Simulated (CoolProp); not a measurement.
Vapour-liquid equilibrium of propylene (1) + R114 (2) at 43.45 °C; x and y are mole fractions of (1).

Model: multi-fluid Helmholtz-energy mixture model, Lemmon 2013 and Platzer 1990; pair parameters Bell 2016, in CoolProp. This equation is an older, rougher fit; its heat capacities, sound speeds and derivatives of the liquid may be far off and weren't checked against measurements.

**Question.** Give the bubble pressure and the first vapour's composition at x = 0.5, 0.575, 0.8. Is there an azeotrope?

**Answer.** x = 0.5: 1.146 MPa, y = 0.781; x = 0.575: 1.243 MPa, y = 0.817; x = 0.8: 1.523 MPa, y = 0.912. No azeotrope shows between x = 0.05 and 0.95.

The pair parameters rest on a limited set of measurements; away from them the model extrapolates.
